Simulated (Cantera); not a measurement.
A closed system holds: 1 mol Fe, 1.6 mol O₂, 220 mol N₂, 0.44 mol SO₂, at 13.3 mbar.

Equilibrium computed with Cantera from the NASA thermochemical tables; the gas is ideal and each condensed phase is pure. Candidate condensed phases: Fe, FeO, FeS, FeSO₄, FeS₂, Fe₂O₃, Fe₂(SO₄)₃, Fe₃O₄, S; 19 gas species. The tables' stoichiometric FeO is somewhat more stable than real wüstite, so its field is too wide. FeO: taken at fixed stoichiometry. Kinetics and transport are ignored.

Q: Which condensed phases are stable at each of these points (T (K)): 673, 823, 973, 1123, 1273, 1423, 1573, 1723, 1873?

A: 
```csv
T (K),condensed phases,Fe condensed (%)
673,Fe₂O₃(s) + Fe₂(SO₄)₃(s),100.0
823,Fe₂O₃(s),100.0
973,Fe₂O₃(s),100.0
1123,Fe₂O₃(s),100.0
1273,Fe₂O₃(s),100.0
1423,Fe₃O₄(s),100.0
1573,Fe₃O₄(s),100.0
1723,Fe₃O₄(s),99.9
1873,FeO(l),98.3
```

At 673 K the condensed part is Fe₂O₃(s) + Fe₂(SO₄)₃(s). From 823 K to 1273 K the condensed part is Fe₂O₃(s). From 1423 K to 1723 K the condensed part is Fe₃O₄(s). At 1873 K the condensed part is FeO(l).
